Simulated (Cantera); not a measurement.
Input (Python, Cantera):

```python
import numpy as np
import cantera as ct

gas = ct.Solution("h2o2.yaml")
gas.TPX = 950, 560000, {'H2': 1, 'O2': 1.14, 'N2': 4.27}
reactor = ct.IdealGasConstPressureReactor(gas, energy="on", clone=False)
net = ct.ReactorNet([reactor])
net.rtol, net.atol = 1e-08, 1e-16
show = ['H2', 'O2', 'H2O', 'HO2', 'H']
times = np.geomspace(8e-06, 4, 11)

steps = ct.SolutionArray(gas, extra=["t"])
rows = []
print(f"{'t/s':>10s}{'T/K':>9s}{'P/Pa':>11s}" + "".join(f"{s:>11s}" for s in show))
for t in times:
    while net.time < t:
        t_next = net.step()
        steps.append(gas.state, t=t_next)
    rows.append([np.interp(t, steps.t, y) for y in (steps.T, steps.P, *steps(*show).X.T)])
    print(f"{t:10.3e}{rows[-1][0]:9.1f}{rows[-1][1]:11.4g}" + "".join(f"{x:11.3e}" for x in rows[-1][2:]))
rate = np.gradient(steps.T, steps.t)
print("integrator steps:", len(steps.t))
if steps.T.max() > steps.T[0] + 200:
    print(f"time of steepest temperature rise: {steps.t[rate.argmax()]:.4e} s")
gas.TPX = 950, 560000, {'H2': 1, 'O2': 1.14, 'N2': 4.27}
gas.equilibrate("HP")
print(f"equilibrium (HP): T = {gas.T:.1f} K  " + "  ".join(f"{s} {gas[s].X[0]:.3e}" for s in show))
```

It prints:

```
       t/s      T/K       P/Pa         H2         O2        H2O        HO2          H
 8.000e-06    950.0    5.6e+05  1.560e-01  1.778e-01  3.854e-11  4.588e-10  6.599e-12
 2.972e-05    950.0    5.6e+05  1.560e-01  1.778e-01  1.554e-10  1.738e-09  6.712e-12
 1.104e-04    950.0    5.6e+05  1.560e-01  1.778e-01  6.082e-10  6.510e-09  7.137e-12
 4.100e-04    950.0    5.6e+05  1.560e-01  1.778e-01  2.611e-09  2.454e-08  8.831e-12
 1.523e-03    950.0    5.6e+05  1.560e-01  1.778e-01  1.769e-08  9.853e-08  1.697e-11
 5.657e-03    950.0    5.6e+05  1.560e-01  1.778e-01  3.883e-07  6.163e-07  9.153e-11
 2.101e-02    950.5    5.6e+05  1.559e-01  1.778e-01  4.671e-05  7.510e-06  2.388e-09
 7.805e-02   2072.1    5.6e+05  1.063e-04  1.077e-01  1.680e-01  4.534e-06  1.148e-05
 2.899e-01   2072.1    5.6e+05  1.063e-04  1.077e-01  1.680e-01  4.534e-06  1.148e-05
 1.077e+00   2072.1    5.6e+05  1.063e-04  1.077e-01  1.680e-01  4.534e-06  1.148e-05
 4.000e+00   2072.1    5.6e+05  1.063e-04  1.077e-01  1.680e-01  4.534e-06  1.148e-05
integrator steps: 1652
time of steepest temperature rise: 6.0356e-02 s
equilibrium (HP): T = 2072.1 K  H2 1.063e-04  O2 1.077e-01  H2O 1.680e-01  HO2 4.534e-06  H 1.148e-05
```

Detailed kinetics in Cantera: the H2/O2 subset of GRI-Mech 3.0, which has no nitrogen chemistry. The hydrogen kinetics of GRI-Mech 3.0 are dated; newer H2 mechanisms differ, most at raised pressure.
